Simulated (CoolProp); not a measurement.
Saturation properties of octamethylcyclotetrasiloxane (D4).

Model: reference Helmholtz-energy equation of state, Thol 2015, in CoolProp.

```
T (°C)  p (kPa)  liquid density (kg/m³)  vapour density (kg/m³)  enthalpy of vaporisation (kJ/kg)  liquid cp (kJ/(kg K))
------  -------  ----------------------  ----------------------  --------------------------------  ---------------------
83.35     4.217                   883.1                  0.4249                             164.5                  1.780
93.45     6.631                   871.0                  0.6517                        (withheld)             (withheld)
103.55    10.10                   858.8                  0.9697                             157.4                  1.824
113.65    14.94                   846.5                   1.404                        (withheld)                  1.846
123.75    21.53                   834.0              (withheld)                             150.3                  1.870
133.85    30.30                   821.2                   2.742                             146.6                  1.893
143.95    41.73                   808.2                   3.718                        (withheld)                  1.917
154.05    56.35                   795.0                   4.953                             139.2                  1.942
164.15    74.74                   781.4                   6.498                             135.4                  1.967
174.25    97.55                   767.5                   8.407                             131.5                  1.992
184.35    125.4                   753.1              (withheld)                        (withheld)                  2.019
194.45    159.1                   738.3                   13.60                             123.2                  2.046
204.55    199.4                   722.9                   17.04                             118.8                  2.074
```

Question: Fill in the missing entries.

Answer: 
- 93.45, enthalpy of vaporisation (kJ/kg): 161.0
- 93.45, liquid cp (kJ/(kg K)): 1.802
- 113.65, enthalpy of vaporisation (kJ/kg): 153.8
- 123.75, vapour density (kg/m³): 1.984
- 143.95, enthalpy of vaporisation (kJ/kg): 143.0
- 184.35, vapour density (kg/m³): 10.75
- 184.35, enthalpy of vaporisation (kJ/kg): 127.4

It boils at 175.7 °C under 1 atm.
